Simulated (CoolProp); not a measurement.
Vapour pressure (MPa) of water: the reference equation beside estimates from Tc = 647.1 K, pc = 22.06 MPa, ω = 0.344.

The numbers come from the reference Helmholtz-energy equation of state, Wagner 2002 in CoolProp.

```
T (K)  reference  Lee-Kesler  van der Waals  Redlich-Kwong  Soave-Redlich-Kwong  Peng-Robinson
-----  ---------  ----------  -------------  -------------  -------------------  -------------
451.8     0.9721      0.9713          4.365          1.888               0.9706         0.9695
456.2      1.075       1.077          4.586          2.048                1.076          1.074
460.6      1.187       1.192          4.814          2.218                1.191          1.187
465        1.307       1.316          5.049          2.398                1.315          1.309
469.4      1.437       1.450          5.292          2.588                1.449          1.441
473.8      1.576       1.594          5.542          2.788                1.593          1.582
478.2      1.726       1.748          5.799          3.000                1.748          1.734
482.7      1.891       1.917          6.070          3.227                1.918          1.902
487.1      2.063       2.095          6.343          3.461                2.096          2.077
```

Absolute difference from the reference over all 9 rows, mean and median: Lee-Kesler 0.8 and 0.9 %, van der Waals 272.4 and 268.3 %, Redlich-Kwong 80.5 and 80.1 %, Soave-Redlich-Kwong 0.8 and 0.8 %, Peng-Robinson 0.3 and 0.3 %.
